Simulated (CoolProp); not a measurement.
Vapour-liquid equilibrium of acetone (1) + benzene (2) at 14.5 bar; x and y are mole fractions of (1).

Computed with CoolProp (multi-fluid Helmholtz-energy mixture model, Lemmon 2006 and Thol 2012; pair parameters Bell 2016).

### Question
Give the bubble temperature and the first vapour's composition at x = 0.05, 0.75, 0.95. Is there an azeotrope?

### Answer
x = 0.05: 470.1 K, y = 0.089; x = 0.75: 441.5 K, y = 0.815; x = 0.95: 436.7 K, y = 0.964. No azeotrope shows between x = 0.05 and 0.95.

Pair parameters are fitted to limited data, so mixtures are less certain than the pure fluids.
